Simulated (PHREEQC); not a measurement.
A solution holds 140 mmol/kgw KHCO3 and 23 mmol/kgw Na2CO3, at 90 °C. Closed to the air; pH follows from the charge balance.

The numbers come from PHREEQC with the ion-association model, phreeqc.dat.

```
Item                         Result
--------------------  -------------
pH                             8.45
ionic strength        0.176 mol/kgw
activity of water             0.994
specific conductance    41800 µS/cm
density                 0.976 g/cm³
total alkalinity         186 meq/kg
```

```tsv
species	molality	activity	log γ
K+	0.140	0.0966	-0.161
HCO3-	0.138	0.100	-0.139
Na+	0.0289	0.0209	-0.141
NaCO3-	0.0163	0.0118	-0.142
CO3-2	0.00736	0.00205	-0.555
NaHCO3	0.000833	0.000868	0.018
CO2	0.000825	0.000859	0.018
OH-	0.000160	0.000110	-0.164
(CO2)2	5.75e-8	5.98e-8	0.018
H+	4.58e-9	3.58e-9	-0.107
```

Precipitation was switched off in this run. Constants without temperature data keep their 25 °C values here.
